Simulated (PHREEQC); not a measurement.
Dissolve 0.0053 mol/kgw NH3 and 0.014 mol/kgw K2SiO3 at 25 °C. Closed to the air; pH follows from the charge balance.

The numbers come from PHREEQC with the ion-association model, phreeqc.dat.

```tsv
quantity	before	after
pH	12.03	11.41
NH4+ (mol/kgw)	1.05e-5	7.84e-6
```

**Question.** Which change was made?
A. diluted 100-fold with water
B. NH3 from 0.0053 to 0.00106 mol/kgw
C. diluted 5-fold with water
D. K2SiO3 left out
E. NH3 from 0.0053 to 0.00053 mol/kgw

**Answer.** C, diluted 5-fold with water

This is a speciation only: nothing precipitates in the calculation.
